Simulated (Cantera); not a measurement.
An adiabatic, constant-volume homogeneous reactor starts with CO : H2 : CH4 : O2 : N2 = 1 : 0.4 : 0.04 : 1.2 : 4.51 (molar parts), at 1325 K and 101000 Pa. Integrator tolerance rtol = 1e-08.

Cantera simulation using GRI-Mech 3.0 (53 species, 325 reactions); the numbers are that mechanism's predictions, not measurements.

Problem. What does this change do: initial temperature 1325 to 1725 K?

Solution. 
```json
[
 {"quantity": "time of steepest temperature rise", "before": "41.4 µs", "after": "11.4 µs"},
 {"quantity": "temperature at 0.300 s", "before": "2723 K", "after": "2831 K"},
 {"quantity": "equilibrium temperature", "before": "2723 K", "after": "2831 K"},
 {"quantity": "x(CO) at 0.300 s", "before": "0.0364 (gas-phase equilibrium 0.0364)", "after": "0.0528 (gas-phase equilibrium 0.0528)"},
 {"quantity": "x(H2) at 0.300 s", "before": "0.00275 (gas-phase equilibrium 0.00275)", "after": "0.00412 (gas-phase equilibrium 0.00412)"},
 {"quantity": "x(CH4) at 0.300 s", "before": "<1e-12 (gas-phase equilibrium <1e-12)", "after": "<1e-12 (gas-phase equilibrium <1e-12)"},
 {"quantity": "x(C2H2) at 0.300 s", "before": "<1e-12 (gas-phase equilibrium <1e-12)", "after": "<1e-12 (gas-phase equilibrium <1e-12)"},
 {"quantity": "x(CH3) at 0.300 s", "before": "<1e-12 (gas-phase equilibrium <1e-12)", "after": "<1e-12 (gas-phase equilibrium <1e-12)"},
 {"quantity": "x(C2H6) at 0.300 s", "before": "<1e-12 (gas-phase equilibrium <1e-12)", "after": "<1e-12 (gas-phase equilibrium <1e-12)"}
]
```

Problem. What does this change do: initial temperature 1325 to 1348 K?

Solution. 
```
quantity                                                            before                                    after
---------------------------------  ---------------------------------------  ---------------------------------------
time of steepest temperature rise                                  41.4 µs                                  37.6 µs
temperature at 0.300 s                                              2723 K                                   2730 K
equilibrium temperature                                             2723 K                                   2730 K
x(CO) at 0.300 s                     0.0364 (gas-phase equilibrium 0.0364)    0.0374 (gas-phase equilibrium 0.0374)
x(H2) at 0.300 s                   0.00275 (gas-phase equilibrium 0.00275)  0.00282 (gas-phase equilibrium 0.00282)
x(CH4) at 0.300 s                    <1e-12 (gas-phase equilibrium <1e-12)    <1e-12 (gas-phase equilibrium <1e-12)
x(C2H2) at 0.300 s                   <1e-12 (gas-phase equilibrium <1e-12)    <1e-12 (gas-phase equilibrium <1e-12)
x(CH3) at 0.300 s                    <1e-12 (gas-phase equilibrium <1e-12)    <1e-12 (gas-phase equilibrium <1e-12)
x(C2H6) at 0.300 s                   <1e-12 (gas-phase equilibrium <1e-12)    <1e-12 (gas-phase equilibrium <1e-12)
```
